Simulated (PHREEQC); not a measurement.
A made-up water analysis in mmol/kgw, 25 °C, pH 1.95: Na 105; K 3.37; Ca 2.8; Mg 0.423; Cl 31.8; S(6) 53.4; Mn(2) 0.581.

Valence states are taken as typed.

Model: Pitzer model, pitzer.dat, run in PHREEQC.

This is a speciation only: nothing precipitates in the calculation.

Problem. Estimate the ionic strength, osmotic coefficient, specific conductance.

Solution. ionic strength 0.171 mol/kgw; osmotic coefficient 0.857; specific conductance 15600 µS/cm.

Problem. In which forms is S present?

Solution. SO4-2 73 %, HSO4- 27 % of the S.

Complexes and solids missing from the database can't appear.
